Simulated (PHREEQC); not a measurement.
# Sulfide liquor: speciation

A solution holds 0.012 mol NaHS and 0.0002 mol HCl per kg of water, at 70 °C. Closed to the air; pH follows from the charge balance.

Equilibrium calculation in PHREEQC: ion-association model, wateq4f.dat.

* **pH**: 8.22
* **ionic strength**: 0.0120 mol/kgw
* **total alkalinity**: 11.8 meq/kg

```json
[
 {"species": "Na+", "molality": "0.0120", "activity": "0.0106", "log γ": "-0.052"},
 {"species": "HS-", "molality": "0.0118", "activity": "0.0104", "log γ": "-0.054"},
 {"species": "H2S", "molality": "0.000234", "activity": "0.000234", "log γ": "0.001"},
 {"species": "Cl-", "molality": "0.000200", "activity": "0.000177", "log γ": "-0.054"},
 {"species": "OH-", "molality": "2.89e-5", "activity": "2.55e-5", "log γ": "-0.054"},
 {"species": "S-2", "molality": "4.87e-6", "activity": "3.02e-6", "log γ": "-0.207"},
 {"species": "H+", "molality": "6.71e-9", "activity": "6.03e-9", "log γ": "-0.046"}
]
```

This is a speciation only: nothing precipitates in the calculation. Away from 25 °C the constants follow the database's enthalpies or fits; those with neither stay at their 25 °C values. The polysulfide entries of wateq4f.dat were taken out for this run.
